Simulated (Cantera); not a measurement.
Gas-phase reforming

A perfectly stirred reactor is fed with 70.9 % CH4, 21.3 % H2O, 7.80 % H2, at 0.128 atm; it is held at 1425 K, and followed from long to short residence time.

Computed with Cantera and GRI-Mech 3.0 (53 species, 325 reactions). GRI-Mech 3.0 stops at C3 and has no aromatics, soot or wall deposition, so with more carbon than oxygen in the feed, carbon stays in small species such as C2H2 where larger ones or solid carbon would form.

```json
[
 {"τ (s)": "4.7", "x CH4": "0.462", "x H2O": "0.181", "x H2": "0.284", "x CH2CO": "1.00e-5", "x O2": "<1e-12"},
 {"τ (s)": "1.8", "x CH4": "0.571", "x H2O": "0.196", "x H2": "0.192", "x CH2CO": "6.88e-6", "x O2": "<1e-12"},
 {"τ (s)": "0.67", "x CH4": "0.646", "x H2O": "0.205", "x H2": "0.129", "x CH2CO": "3.28e-6", "x O2": "<1e-12"},
 {"τ (s)": "0.25", "x CH4": "0.685", "x H2O": "0.210", "x H2": "0.0970", "x CH2CO": "9.28e-7", "x O2": "<1e-12"},
 {"τ (s)": "0.097", "x CH4": "0.701", "x H2O": "0.212", "x H2": "0.0842", "x CH2CO": "1.37e-7", "x O2": "<1e-12"},
 {"τ (s)": "0.037", "x CH4": "0.707", "x H2O": "0.213", "x H2": "0.0797", "x CH2CO": "7.76e-9", "x O2": "<1e-12"},
 {"τ (s)": "0.014", "x CH4": "0.708", "x H2O": "0.213", "x H2": "0.0785", "x CH2CO": "1.78e-10", "x O2": "<1e-12"},
 {"τ (s)": "0.0053", "x CH4": "0.709", "x H2O": "0.213", "x H2": "0.0781", "x CH2CO": "2.56e-12", "x O2": "<1e-12"}
]
```
x: mole fraction; the columns are a selection and need not sum to one.
